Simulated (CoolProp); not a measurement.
Saturated liquid density (kg/m³) of neopentane: the reference equation beside estimates from Tc = 160.6 °C, pc = 3196 kPa, ω = 0.196. Rackett uses Z = 0.29056 − 0.08775 ω.

Model: reference Helmholtz-energy equation of state, Lemmon 2006, in CoolProp. It is a short technical equation, of lower accuracy than the large ones.

```tsv
T (°C)	reference	Rackett	van der Waals	Redlich-Kwong	Soave-Redlich-Kwong
61.85	540.4	547.2	340.2	484.8	501.8
65.95	535.0	541.6	336.6	478.4	495.5
70.05	529.5	535.9	333.0	471.9	489.0
74.15	523.9	530.1	329.3	465.2	482.3
78.35	518.0	524.0	325.4	458.1	475.3
82.45	512.0	517.9	321.5	451.1	468.2
86.55	505.9	511.7	317.4	443.8	460.9
90.75	499.5	505.1	313.2	436.1	453.1
94.85	493.0	498.5	308.9	428.4	445.2
98.95	486.2	491.6	304.5	420.4	437.1
103.15	479.0	484.4	299.8	412.0	428.4
107.25	471.8	477.1	295.0	403.5	419.6
```

Absolute difference from the reference over all 12 rows, mean and median: Rackett 1.2 and 1.1 %, van der Waals 37.2 and 37.2 %, Redlich-Kwong 12.2 and 12.1 %, Soave-Redlich-Kwong 8.9 and 8.7 %.
